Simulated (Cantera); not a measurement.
## Thermodynamics of boron, boron nitride and boron oxide, feed BF3 + O2 + N2

Input: 1 mol BF3, 4.4 mol O2, 23 mol N2, held at 0.360 bar.

Method: chemical equilibrium by Gibbs-energy minimisation in Cantera with the NASA 1993 tables (ideal gas, pure condensed phases). Candidate condensed phases: B, BN, B2O3; 31 gas species. The tables' values for BF2 are old estimates; treat these amounts as uncertain. Kinetics and transport are ignored.

From 1300 °C to 2200 °C nothing is condensed. The main B-bearing gas is BF3 throughout.

```tsv
T (°C)	x N2	x O2	x BF3	x NO	x F	x BOF	x O
1300	0.809	0.154	0.0352	0.00149	2.94e-5	1.38e-5	6.84e-6
1450	0.808	0.153	0.0351	0.00274	0.000139	6.67e-5	3.71e-5
1600	0.807	0.152	0.0349	0.00455	0.000511	0.000249	0.000154
1750	0.805	0.151	0.0344	0.00698	0.00155	0.000760	0.000515
1900	0.802	0.148	0.0331	0.0100	0.00398	0.00197	0.00146
2050	0.796	0.143	0.0304	0.0136	0.00891	0.00441	0.00357
2200	0.787	0.135	0.0258	0.0176	0.0175	0.00866	0.00776
```
x: gas mole fraction; nothing condenses.
